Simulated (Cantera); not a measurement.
# Hydrocarbon pyrolysis for carbon deposition

A perfectly stirred reactor is fed with 0.621 % CH4, 99.4 % N2, at 0.987 atm; it is held at 1800 K, and followed from long to short residence time.

Cantera simulation using GRI-Mech 3.0 (53 species, 325 reactions); the numbers are that mechanism's predictions, not measurements. GRI-Mech 3.0 stops at C3 and has no aromatics, soot or wall deposition, so with more carbon than oxygen in the feed, carbon stays in small species such as C2H2 where larger ones or solid carbon would form.

```
τ (s)      x CH4    x CH2     x HCN   x C2H2    x C2H4      x H
------  --------  -------  --------  -------  --------  -------
8.7      9.19e-5  2.82e-8  0.000349  0.00286   7.50e-7  3.38e-5
3.3     0.000151  4.56e-8  0.000218  0.00290   9.97e-7  3.34e-5
1.3     0.000243  7.14e-8  0.000132  0.00289   1.60e-6  3.27e-5
0.49    0.000400  1.12e-7   7.56e-5  0.00283   3.24e-6  3.16e-5
0.19    0.000644  1.71e-7   4.21e-5  0.00271   7.34e-6  3.01e-5
0.071    0.00105  2.54e-7   2.19e-5  0.00250   1.81e-5  2.77e-5
0.027    0.00166  3.59e-7   1.06e-5  0.00216   4.35e-5  2.44e-5
0.010    0.00254  4.76e-7   4.45e-6  0.00163   9.87e-5  1.99e-5
0.0040   0.00358  5.56e-7   1.61e-6  0.00101  0.000176  1.48e-5
```
x: mole fraction; the columns are a selection and need not sum to one.
